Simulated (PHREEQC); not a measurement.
Dissolve 0.0036 mol/kgw HF, 0.0091 mol/kgw (CH3)4NF and 0.0046 mol/kgw (NH4)2SiF6 at 63 °C. Closed to the air; pH follows from the charge balance.

Model: ion-association model, phreeqc.dat, run in PHREEQC.

Q: The ionic strength comes out as 0.0229 mol/kgw. What activity coefficients do SiF6-2, HF2-, F-, H+, NH4+ get?

A: SiF6-2 0.54, HF2- 0.86, F- 0.85, H+ 0.88, NH4+ 0.84.

This is a speciation only: nothing precipitates in the calculation. (CH3)4N+ isn't in the database: it is added as a free cation with an ion size of 4 Å. At this temperature some constants are extrapolated from 25 °C, and those without enthalpy data are left unchanged. SiF6-2 is the database's only silicon fluoride.
